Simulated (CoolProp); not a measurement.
Saturated liquid density (kg/m³) of carbon monoxide: the reference equation beside estimates from Tc = 132.9 K, pc = 3.498 MPa, ω = 0.050. Rackett uses Z = 0.29056 − 0.08775 ω.

The numbers come from the reference Helmholtz-energy equation of state, Lemmon 2006 in CoolProp. It is a short technical equation, of lower accuracy than the large ones.

| T (K) | reference | Rackett | van der Waals | Redlich-Kwong | Soave-Redlich-Kwong | Peng-Robinson |
|---|---|---|---|---|---|---|
| 93.7 | 737.6 | 749.0 | 504.0 | 729.9 | 728.6 | 825.0 |
| 96.1 | 725.6 | 737.3 | 495.8 | 715.3 | 714.6 | 809.4 |
| 98.5 | 713.3 | 725.2 | 487.3 | 700.1 | 700.0 | 793.1 |
| 100.9 | 700.6 | 712.7 | 478.4 | 684.2 | 684.7 | 776.0 |
| 103.4 | 686.8 | 699.2 | 468.8 | 667.0 | 667.9 | 757.1 |
| 105.8 | 673.1 | 685.7 | 459.2 | 649.6 | 651.0 | 738.0 |
| 108.2 | 658.7 | 671.5 | 449.1 | 631.4 | 633.3 | 717.8 |
| 110.6 | 643.6 | 656.7 | 438.4 | 612.2 | 614.4 | 696.3 |
| 113 | 627.7 | 641.1 | 427.1 | 591.9 | 594.5 | 673.4 |
| 115.4 | 610.7 | 624.5 | 415.1 | 570.3 | 573.1 | 648.8 |
| 117.9 | 591.8 | 605.9 | 401.7 | 546.1 | 549.2 | 621.1 |
| 120.3 | 572.0 | 586.4 | 387.6 | 521.1 | 524.3 | 592.0 |

Absolute difference from the reference over all 12 rows, mean and median: Rackett 2.0 and 1.9 %, van der Waals 31.9 and 31.8 %, Redlich-Kwong 4.2 and 3.8 %, Soave-Redlich-Kwong 4.0 and 3.6 %, Peng-Robinson 8.7 and 9.3 %.
